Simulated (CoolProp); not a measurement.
Vapour-liquid equilibrium of n-hexane (1) + dimethyl carbonate (2) at 415 K; x and y are mole fractions of (1).

Model: multi-fluid Helmholtz-energy mixture model, Thol 2019 and Zhou 2011; pair parameters Bell 2016, in CoolProp.

| x | bubble pressure, mixture model (kPa) | bubble pressure, Raoult's law (kPa) | y, mixture model | y, Raoult's law |
|---|---|---|---|---|
| 0.05 | 482.1 | 426.5 | 0.167 | 0.075 |
| 0.2 | (withheld) | 460.3 | (withheld) | 0.278 |
| 0.35 | (withheld) | 494.0 | (withheld) | 0.454 |
| 0.5 | 694.4 | 527.8 | 0.585 | 0.607 |
| 0.65 | 708.1 | 561.6 | (withheld) | 0.741 |
| 0.8 | 702.0 | 595.4 | 0.768 | 0.861 |
| 0.95 | 663.9 | 629.1 | 0.925 | 0.967 |

Task: Fill in the missing entries.

Result: 
- 0.2, bubble pressure, mixture model (kPa): 604.2
- 0.2, y, mixture model: 0.399
- 0.35, bubble pressure, mixture model (kPa): 663.3
- 0.35, y, mixture model: 0.507
- 0.65, y, mixture model: 0.665

The largest gap from Raoult's law is +34.3 % in bubble pressure, at x = 0.35. y crosses x between x = 0.65 and 0.8: the model has an azeotrope there.

The pair parameters rest on a limited set of measurements; away from them the model extrapolates.
